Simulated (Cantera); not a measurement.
An adiabatic, constant-pressure homogeneous reactor starts with CO : H2 : CH4 : O2 : N2 : H2O = 1 : 0.044 : 0.28 : 0.902 : 3.39 : 1.2 (molar parts), at 1075 K and 1.18 atm.

Cantera simulation using GRI-Mech 3.0 (53 species, 325 reactions); the numbers are that mechanism's predictions, not measurements.

One state of this run: T (K) = 2444; x CO = 0.0534; x H2 = 0.0159; x CH4 = <1e-12; x HCN = 7.57e-10; x H = 0.00226. x: mole fraction; the columns are a selection and need not sum to one.

### Question
Which value of t (s) does it belong to?
A) 0.206
B) 0.00246
C) 7.13e-5
D) 5.00e-6

### Answer
A, 0.206
